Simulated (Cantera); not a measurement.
Feed: 1 mol B, 6.9 mol H2O, 32 mol N2, held at 1498.15 K and 13.5 Torr.

Method: chemical equilibrium by Gibbs-energy minimisation in Cantera with the NASA 1993 tables (ideal gas, pure condensed phases). Candidate condensed phases: B, BN, B2O3, B3O3H3, H2O; 39 gas species. Gases not in the tables: H3BO3. Kinetics and transport are ignored.

Base state: N2 0.812, H2O 0.125, H2 0.0381, HBO2 0.0250, B2O3 0.000184, H 2.50e-5 (mole fractions); condensed: gas only.

**Question.** What changes in the equilibrium state with this change: B replaced by BCl3?

**Answer.** 
```tsv
species	before	after
N2	0.812	0.782
H2O	0.125	0.120
HCl	0	0.0729
H2	0.0381	0.000305
HBO2	0.0250	0.0241
Cl	0	0.000432
O2	2.03e-9	2.93e-5
BOCl	0	1.06e-5
NO	1.21e-7	1.43e-5
```
The tables' values for BOCl are old estimates; treat these amounts as uncertain. Further candidate phases: NH4Cl.
